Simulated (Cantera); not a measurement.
Feed: 1 mol FeCl3, 0.18 mol N2, held at 650 °C and 3.70 Pa.

Cantera equilibrium calculation (NASA polynomials, part measured and part estimated; ideal gas, pure solids and liquids). Candidate condensed phases: Fe, FeCl2, FeCl3; 10 gas species. The numbers say what is thermodynamically allowed, not how fast it happens.

Base state: FeCl3 0.476, FeCl2 0.259, N2 0.132, Cl2 0.126, Cl 0.00653, Fe2Cl4 0.000119, Fe2Cl6 6.49e-5 (mole fractions); condensed: gas only.

What changes in the equilibrium state with this change: pressure from 3.70 Pa to 1.33 mbar?


```
species   before     after
-------  -------  --------
FeCl3      0.476     0.698
N2         0.132     0.146
FeCl2      0.259     0.100
Cl2        0.126    0.0503
Fe2Cl6   6.49e-5   0.00502
Cl       0.00653  0.000686
```

What changes in the equilibrium state with this change: FeCl3 replaced by NaI?


| species | before | after |
|---|---|---|
| NaI | 0 | 0.847 |
| N2 | 0.132 | 0.153 |
| Na | 0 | 7.67e-5 |
| FeCl3 | 0.476 | 0 |
| FeCl2 | 0.259 | 0 |
| Cl2 | 0.126 | 0 |
| Cl | 0.00653 | 0 |
| Fe2Cl4 | 0.000119 | 0 |
| I | 0 | 7.67e-5 |
Further candidate phases: I2, Na, NaI.
